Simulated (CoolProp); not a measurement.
Properties of dry air at several states (Tc = -140.6 °C, pc = 37.86 bar, ω = 0.034).

Computed with CoolProp (reference Helmholtz-energy equation of state, Lemmon 2000). It is a pseudo-pure fit of the blend.

| T (°C) | p (bar) | phase | density (kg/m³) | cv (kJ/(kg K)) | isothermal compressibility (1/MPa) | expansivity (1/kK) |
|---|---|---|---|---|---|---|
| -191.65 | 2.35 | liquid | 863.5 | 1.037 | 0.003060 | 5.420 |
| -73.65 | 0.177 | gas | 0.3092 | 0.7155 | 56.52 | 5.020 |
| 507.15 | 2.15 | gas | 0.9592 | 0.8070 | 4.648 | 1.281 |
| -49.15 | 37.7 | gas | 61.90 | 0.7365 | 0.2785 | 5.579 |
